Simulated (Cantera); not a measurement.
Cantera run:

```python
import numpy as np
import cantera as ct

gas_names = """
    C CH CH2 CH3 CH2OH CH3O CH4 CH3OH CO CO2 COOH C2 C2H CHCO,ketyl C2H2,acetylene C2H2,vinylidene
    CH2CO,ketene C2H3,vinyl CH3CO,acetyl C2H4 C2H4O,ethylen CH3CHO,ethanal CH3COOH (HCOOH)2 C2H5 C2H6
    CH3OCH3 C2H5OH C2O C3 C3H3,propargyl C3H4,allene C3H4,propyne C3H4,cyclo- C3H5,allyl C3H6,propylene
    C3H6,cyclo- C3H6O C3H7,n-propyl C3H7,i-propyl C3H8 C3H8O,1propanol C3H8O,2propanol C3O2 C4 C4H2
    C4H4,1,3-cyclo- C4H6,butadiene C4H6,2-butyne C4H6,cyclo- C4H8,1-butene C4H8,cis2-buten
    C4H8,tr2-butene C4H8,isobutene C4H8,cyclo- (CH3COOH)2 C4H9,n-butyl C4H9,i-butyl C4H9,s-butyl
    C4H9,t-butyl C4H10,isobutane C4H10,n-butane C5 C5H6,1,3cyclo- C5H8,cyclo- C5H10,1-pentene
    C5H10,cyclo- C5H11,pentyl C5H11,t-pentyl C5H12,n-pentane C5H12,i-pentane CH3C(CH3)2CH3 C6H2
    C6H5,phenyl C6H5O,phenoxy C6H6 C6H5OH,phenol C6H10,cyclo- C6H12,1-hexene C6H12,cyclo- C6H13,n-hexyl
    C7H7,benzyl C7H8 C7H8O,cresol C7H14,1-heptene C7H15,n-heptyl C7H16,n-heptane C8H8,styrene
    C8H10,ethylbenz C8H16,1-octene C8H17,n-octyl C8H18,isooctane C8H18,n-octane C9H19,n-nonyl
    C10H8,naphthale C10H21,n-decyl C12H9,o-bipheny C12H10,bipheny Cu CuO Cu2 H HCO HO2 H2
    HCHO,formaldehy HCOOH H2O H2O2 O OH O2 O3
""".split()
cond_names = """
    C(gr) C6H6(L) C7H8(L) C8H18(L),n-octa Cu(cr) Cu(L) CuO(s) CuO2H2(s) Cu2O(s) Cu2O(L) H2O(s) H2O(L)
""".split()


def load(file, names, dense=False):
    # The tables refer to 1 bar. Condensed volumes are neglected.
    table = {s.name: s for s in ct.Species.list_from_file(file)}
    out = []
    for n in names:
        d = dict(table[n].input_data)
        d["thermo"] = dict(d["thermo"], **{"reference-pressure": 1e5})
        if dense:
            d["equation-of-state"] = {"model": "constant-volume", "density": "1e6 g/cm^3"}
        out.append(ct.Species.from_dict(d))
    return out


gas = ct.Solution(thermo="ideal-gas", species=load("nasa_gas.yaml", gas_names))
cond = {s.name: ct.Solution(thermo="fixed-stoichiometry", species=[s], name=s.name)
        for s in load("nasa_condensed.yaml", cond_names, dense=True)}
atoms = {
    'CuO': {'Cu': 1, 'O': 1},
    'CH4': {'C': 1, 'H': 4},
    'H2': {'H': 2},
}
top_T = {'C(gr)': 4500, 'CuO(s)': 1390}  # K; cautious upper limits of use, not melting points


def equilibrate(T, P, feed):
    n = {}
    for name, mol in feed.items():
        for a, k in atoms[name].items():
            n[a] = n.get(a, 0.0) + k * mol
    gas.TPX = T, P, n
    mass = sum(n.values()) * gas.mean_molecular_weight
    gas.equilibrate("TP")
    valid = [c for c in cond.values() if c.min_temp <= T <= top_T.get(c.name, c.max_temp)]
    mix = ct.Mixture([(gas, mass / gas.mean_molecular_weight)] + [(c, 0.0) for c in valid])
    mix.T, mix.P = T, P
    mix.equilibrate("TP", solver="vcs", rtol=1e-11, max_steps=5000)
    return mix


results = []
feed = {'CuO': 1, 'CH4': 1.7, 'H2': 0.11}  # mol
P = 10000  # Pa
for T in [1448, 1523, 1598, 1673, 1748, 1823, 1898, 1973, 2048, 2123, 2198, 2273]:
    mix = equilibrate(T, P, feed)
    results.append((T, P, feed, dict(zip(mix.species_names, mix.species_moles))))
    x = sorted(zip(gas.X, gas.species_names), reverse=True)
    print(f"T = {T:g} K  P = {P:g} Pa  gas = {mix.phase_moles(0):.4g} mol")
    print("   x: " + "  ".join(f"{s} {v:.3e}" for v, s in x if v > 0.001))
    print("   condensed (mol): " + ("  ".join(f"{mix.phase(i).name} {mix.phase_moles(i):.4g}"
          for i in range(1, mix.n_phases) if mix.phase_moles(i) > 1e-12) or "none"))
```

Output:

```
T = 1448 K  P = 10000 Pa  gas = 4.509 mol
   x: H2 7.780e-01  CO 2.217e-01
   condensed (mol): C(gr) 0.6993  Cu(L) 0.9999
T = 1523 K  P = 10000 Pa  gas = 4.51 mol
   x: H2 7.779e-01  CO 2.217e-01
   condensed (mol): C(gr) 0.6994  Cu(L) 0.9995
T = 1598 K  P = 10000 Pa  gas = 4.512 mol
   x: H2 7.777e-01  CO 2.216e-01
   condensed (mol): C(gr) 0.6994  Cu(L) 0.9983
T = 1673 K  P = 10000 Pa  gas = 4.515 mol
   x: H2 7.770e-01  CO 2.215e-01  Cu 1.111e-03
   condensed (mol): C(gr) 0.6993  Cu(L) 0.995
T = 1748 K  P = 10000 Pa  gas = 4.524 mol
   x: H2 7.753e-01  CO 2.210e-01  Cu 2.914e-03
   condensed (mol): C(gr) 0.699  Cu(L) 0.9868
T = 1823 K  P = 10000 Pa  gas = 4.545 mol
   x: H2 7.715e-01  CO 2.200e-01  Cu 7.040e-03  H 1.203e-03
   condensed (mol): C(gr) 0.6983  Cu(L) 0.9679
T = 1898 K  P = 10000 Pa  gas = 4.588 mol
   x: H2 7.637e-01  CO 2.180e-01  Cu 1.583e-02  H 2.160e-03
   condensed (mol): C(gr) 0.6972  Cu(L) 0.927
T = 1973 K  P = 10000 Pa  gas = 4.675 mol
   x: H2 7.484e-01  CO 2.139e-01  Cu 3.338e-02  H 3.691e-03
   condensed (mol): C(gr) 0.6954  Cu(L) 0.8428
T = 2048 K  P = 10000 Pa  gas = 4.849 mol
   x: H2 7.201e-01  CO 2.062e-01  Cu 6.654e-02  H 6.009e-03
   condensed (mol): C(gr) 0.6926  Cu(L) 0.6742
T = 2123 K  P = 10000 Pa  gas = 5.193 mol
   x: H2 6.701e-01  CO 1.926e-01  Cu 1.261e-01  H 9.287e-03  C2H2,acetylene 1.110e-03
   condensed (mol): C(gr) 0.6884  Cu(L) 0.3371
T = 2198 K  P = 10000 Pa  gas = 5.543 mol
   x: H2 6.247e-01  CO 1.804e-01  Cu 1.783e-01  H 1.392e-02  C2H2,acetylene 1.583e-03  Cu2 1.054e-03
   condensed (mol): C(gr) 0.6823
T = 2273 K  P = 10000 Pa  gas = 5.564 mol
   x: H2 6.180e-01  CO 1.797e-01  Cu 1.783e-01  H 2.088e-02  C2H2,acetylene 2.330e-03
   condensed (mol): C(gr) 0.6739
```

Method: chemical equilibrium by Gibbs-energy minimisation in Cantera with the NASA 1993 tables (ideal gas, pure condensed phases).
